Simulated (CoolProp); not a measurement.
A simple Rankine cycle with R141b: condensing at 312.15 K, boiler at 1.99 MPa, turbine inlet 431.1 K, turbine efficiency 0.9, pump efficiency 0.7, no recuperator. Each further row changes one setting.

Model: reference Helmholtz-energy equation of state, Lemmon 2006, in CoolProp. It is a short technical equation, of lower accuracy than the large ones.

| case | thermal efficiency (%) | net work (kJ/kg) | heat in (kJ/kg) | turbine exit temperature (K) | volume ratio over the turbine |
|---|---|---|---|---|---|
| as stated | 18.8 | 54.9 | 292 | [?] | 16.3 |
| turbine inlet 451.1 K | 19.0 | 60.1 | [?] | 355.7 | 15.4 |
| condensing temperature 304.15 K | 20.1 | 60.4 | 301 | [?] | 21.1 |
| boiler pressure 1.39 MPa | 17.1 | 52.2 | 305 | [?] | 10.4 |
| turbine efficiency 0.8 | 16.7 | [?] | 292 | 340.6 | 16.7 |

Q: Fill in the missing entries.

A: 
- as stated, turbine exit temperature (K): 333.0
- turbine inlet 451.1 K, heat in (kJ/kg): 316
- condensing temperature 304.15 K, turbine exit temperature (K): 325.5
- boiler pressure 1.39 MPa, turbine exit temperature (K): 351.7
- turbine efficiency 0.8, net work (kJ/kg): 48.6
